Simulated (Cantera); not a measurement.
Feed: 1 mol Si, 0.67 mol Cl2, a varied amount of H2, equilibrated at 1075 K and 1730 Torr.

Method: chemical equilibrium by Gibbs-energy minimisation in Cantera with the NASA 1993 tables (ideal gas, pure condensed phases). Candidate condensed phases: Si; 19 gas species. The tables' values for SiCl3 are old estimates; treat these amounts as uncertain. Equilibrium is a limit: real reactors are often held back by kinetics, nucleation or transport.

x: gas mole fraction; n: condensed amount in mol.

| n(H2) (mol) | x H2 | x SiCl4 | x SiHCl3 | x HCl | x SiH2Cl2 | n Si(s) |
|---|---|---|---|---|---|---|
| 0.78 | 0.650 | 0.220 | 0.102 | 0.0174 | 0.00554 | 0.637 |
| 1 | 0.705 | 0.178 | 0.0907 | 0.0172 | 0.00540 | 0.636 |
| 1.3 | 0.756 | 0.140 | 0.0786 | 0.0168 | 0.00514 | 0.634 |
| 1.6 | 0.791 | ? | ? | 0.0163 | 0.00488 | 0.633 |
| 2.1 | 0.831 | 0.0879 | 0.0580 | 0.0157 | 0.00448 | 0.632 |
| 2.6 | 0.858 | 0.0706 | 0.0500 | 0.0151 | 0.00414 | 0.632 |
| 3.4 | 0.886 | 0.0531 | 0.0410 | 0.0142 | 0.00371 | 0.631 |
| 4.3 | 0.906 | 0.0411 | 0.0342 | 0.0135 | 0.00334 | 0.631 |
| 5.5 | 0.924 | 0.0312 | 0.0281 | 0.0127 | 0.00296 | 0.632 |
| 7 | 0.938 | 0.0236 | 0.0230 | 0.0120 | 0.00262 | 0.633 |
| 9 | 0.950 | ? | ? | 0.0112 | ? | 0.634 |
| 11 | 0.957 | 0.0138 | 0.0155 | 0.0106 | 0.00204 | 0.636 |
| 15 | 0.967 | 0.00944 | 0.0117 | 0.00966 | 0.00171 | 0.641 |

Question: Fill in the missing entries.

Answer: 
- 1.6, x SiCl4: 0.115
- 1.6, x SiHCl3: 0.0693
- 9, x SiCl4: 0.0176
- 9, x SiHCl3: 0.0185
- 9, x SiH2Cl2: 0.00229
